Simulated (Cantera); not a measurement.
Feed: 1 mol Fe2O3, 0.7 mol H2S, 6.5 mol H2O, equilibrated at 1823.15 K and 210000 Pa.

Equilibrium computed with Cantera from the NASA thermochemical tables; the gas is ideal and each condensed phase is pure. Candidate condensed phases: Fe, FeO, Fe(OH)2, Fe(OH)3, FeS, FeSO4, FeS2, Fe2O3, Fe2(SO4)3, Fe3O4, H2O, H2SO4, S; 22 gas species. The tables' stoichiometric FeO is somewhat more stable than real wüstite, so its field is too wide. FeO: taken at fixed stoichiometry. Rates play no part.

Base state: H2O 0.827, H2 0.0884, SO2 0.0667, H2S 0.00902, S2 0.00495, SO 0.00274, SH 0.000971, S2O 0.000274 (mole fractions); condensed: FeO(l).

Problem. What changes in the equilibrium state with this change: pressure from 210000 Pa to 1000 Pa?

Solution. 
| species | before | after |
|---|---|---|
| H2O | 0.827 | 0.778 |
| H2 | 0.0884 | 0.131 |
| SO2 | 0.0667 | 0.0822 |
| Fe | 9.45e-7 | 0.000312 |
| FeO | 1.11e-7 | 2.32e-5 |
| O2 | 1.85e-7 | 1.57e-5 |
| H2S | 0.00902 | 0.000193 |
| S2O | 0.000274 | 7.68e-6 |
| FeO(l), mol | 2.00 | 2.00 |

Problem. What changes in the equilibrium state with this change: pressure from 210000 Pa to 13300 Pa?

Solution. 
```json
[
 {"species": "H2O", "before": "0.827", "after": "0.792"},
 {"species": "H2", "before": "0.0884", "after": "0.120"},
 {"species": "SO2", "before": "0.0667", "after": "0.0781"},
 {"species": "Fe(OH)2", "before": "0.000136", "after": "0.000130"},
 {"species": "Fe", "before": "9.45e-7", "after": "2.12e-5"},
 {"species": "H2S", "before": "0.00902", "after": "0.00185"},
 {"species": "H", "before": "8.90e-5", "after": "0.000412"},
 {"species": "S2O", "before": "0.000274", "after": "6.85e-5"},
 {"species": "FeO(l), mol", "before": "2.00", "after": "2.00"}
]
```
